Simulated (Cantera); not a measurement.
## Ignition delay

Mixture: 35.2 % H2, 13.6 % O2, 51.0 % N2, 0.211 % NO, at 1.01 bar, adiabatic and at constant volume. Ignition delay is the time to a rise of 400 K.

Cantera simulation using GRI-Mech 3.0 (53 species, 325 reactions); the numbers are that mechanism's predictions, not measurements. The mechanism lacks 2 NO + O2 → 2 NO2 and HONO, so NO2 and the effect of NO are under-described below about 1400 K. Where the delays flatten at high temperature, the 400 K rule measures the pace of heat release, not the induction time.

| T0 (K) | delay (ms) |
|---|---|
| 1300 | 0.0278 |
| 1375 | 0.0211 |
| 1450 | 0.0168 |
| 1525 | 0.0142 |
| 1600 | 0.0125 |
| 1675 | 0.0115 |
| 1750 | 0.0110 |
| 1825 | 0.0109 |
| 1900 | 0.0111 |
| 1975 | 0.0116 |
